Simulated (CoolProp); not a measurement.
Vapour-liquid equilibrium of R22 (1) + R113 (2) at 299.1 K; x and y are mole fractions of (1).

Values from CoolProp's multi-fluid Helmholtz-energy mixture model, Kamei 1995 and Marx 1992; pair parameters Bell 2016.

| x | bubble pressure (MPa) | y at the bubble point | dew pressure at overall composition x (MPa) | liquid density (mol/L) |
|---|---|---|---|---|
| 0.05 | 0.1016 | 0.554 | 0.04894 | (withheld) |
| 0.2 | 0.2743 | 0.850 | 0.05789 | (withheld) |
| 0.35 | (withheld) | 0.918 | 0.07083 | 9.757 |
| 0.5 | 0.5906 | 0.947 | 0.09116 | (withheld) |
| 0.65 | (withheld) | 0.965 | 0.1277 | 11.30 |
| 0.8 | 0.8615 | (withheld) | 0.2130 | 12.24 |
| 0.95 | (withheld) | (withheld) | 0.6093 | 13.32 |

Q: What belongs in the gaps?

A: 
- 0.05, liquid density (mol/L): 8.514
- 0.2, liquid density (mol/L): 9.104
- 0.35, bubble pressure (MPa): 0.4409
- 0.5, liquid density (mol/L): 10.48
- 0.65, bubble pressure (MPa): 0.7266
- 0.8, y at the bubble point: 0.980
- 0.95, bubble pressure (MPa): 1.013
- 0.95, y at the bubble point: 0.995

No azeotrope shows between x = 0.05 and 0.95.

Pair parameters are fitted to limited data, so mixtures are less certain than the pure fluids. The gap from Raoult's law changes sign with composition, which may be real or a fault of the pair parameters; it wasn't checked against measurements.
